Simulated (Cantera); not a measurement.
Input (Python, Cantera) and output of one run.

```python
import numpy as np
import cantera as ct

gas_names = """
    Br Br2 Si SiBr SiBr2 SiBr3 SiBr4 Si2 Si3
""".split()
cond_names = """
    Br2(cr) Br2(L) Si(cr) Si(L)
""".split()


# ... load() reads the species with a 1 bar reference pressure and builds the phases ...
atoms = {
    'Si': {'Si': 1},
    'Br2': {'Br': 2},
}
top_T = {}  # K; cautious upper limits of use, not melting points


# ... equilibrate(T, P, feed) seeds the gas with the atoms and calls Mixture.equilibrate('TP', solver="vcs", rtol=1e-11, max_steps=5000) ...
results = []
feed = {'Si': 1, 'Br2': 9.9}  # mol
P = 410  # Pa
for T in [473, 548, 623, 698, 773, 848, 923, 998, 1073, 1148, 1223, 1298, 1373]:
    mix = equilibrate(T, P, feed)
    results.append((T, P, feed, dict(zip(mix.species_names, mix.species_moles))))

top = {s: max(r[3][s] / sum(r[3][g] for g in gas_names) for r in results) for s in gas_names}
cols = sorted((s for s in top if top[s] > 0.0001), key=lambda s: -top[s])[:5]
seen = [c for c in cond_names if any(r[3].get(c, 0) > 1e-12 for r in results)]
print("log10 of partial pressures in bar; condensed amounts in mol")
print(f"{'T/K':>10s}" + "".join(f"{s[:9]:>10s}" for s in cols + seen))
for T, P, feed, n in results:
    ng = sum(n[g] for g in gas_names)
    print(f"{T:10.4g}" + "".join(f"{np.log10(max(n[s] / ng * P / 1e5, 1e-99)):10.3f}" for s in cols)
          + "".join(f"{n.get(c, 0):10.4g}" for c in seen))
```

Output:

```
log10 of partial pressures in bar; condensed amounts in mol
       T/K       Br2        Br     SiBr4     SiBr3
       473    -2.439    -9.122    -3.337   -22.484
       548    -2.439    -7.658    -3.337   -19.035
       623    -2.439    -6.544    -3.337   -16.421
       698    -2.439    -5.668    -3.337   -14.373
       773    -2.440    -4.961    -3.337   -12.725
       848    -2.444    -4.379    -3.339   -11.371
       923    -2.454    -3.895    -3.343   -10.239
       998    -2.477    -3.490    -3.354    -9.278
      1073    -2.526    -3.156    -3.375    -8.451
      1148    -2.616    -2.888    -3.411    -7.727
      1223    -2.767    -2.689    -3.461    -7.076
      1298    -2.991    -2.557    -3.516    -6.467
      1373    -3.276    -2.482    -3.562    -5.879
```

Method: chemical equilibrium by Gibbs-energy minimisation in Cantera with the NASA 1993 tables (ideal gas, pure condensed phases). The tables' values for SiBr3 are old estimates; treat these amounts as uncertain.
